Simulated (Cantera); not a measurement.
## Silicon oxide and oxynitride deposition: SiH₄ + CO₂ + N₂

Feed: 1 mol SiH₄, 5.1 mol CO₂, a varied amount of N₂, at 500 K and 370 Pa.

Equilibrium computed with Cantera from the NASA thermochemical tables; the gas is ideal and each condensed phase is pure. Candidate condensed phases: C, C₆H₆, C₇H₈, C₈H₁₈, H₂O, Si, SiC, SiO₂, Si₂N₂O, Si₃N₄; 151 gas species. The numbers say what is thermodynamically allowed, not how fast it happens.

```tsv
n(N₂) (mol)	x N₂	x CO₂	x H₂O	x H₂	x CH₄	n C(graphite)	n SiO₂(α-quartz)
5	0.489	0.322	0.158	0.0255	0.00600	1.74	1.00
6.2	0.542	0.288	0.140	0.0239	0.00529	1.74	1.00
7.6	0.592	0.257	0.124	0.0224	0.00463	1.74	1.00
9.4	0.641	0.226	0.108	0.0207	0.00398	1.73	1.00
12	0.695	0.192	0.0904	0.0189	0.00329	1.72	1.00
14	0.726	0.172	0.0803	0.0177	0.00289	1.72	1.00
18	0.773	0.143	0.0654	0.0158	0.00231	1.71	1.00
22	0.806	0.123	0.0550	0.0144	0.00191	1.70	1.00
28	0.840	0.101	0.0443	0.0128	0.00150	1.68	1.00
34	0.864	0.0857	0.0369	0.0115	0.00123	1.67	1.00
42	0.887	0.0715	0.0300	0.0103	0.000975	1.66	1.00
```
x: gas mole fraction; n: condensed amount in mol.

From 5 mol N₂ to 42 mol N₂ the condensed part is C(graphite) + SiO₂(α-quartz).
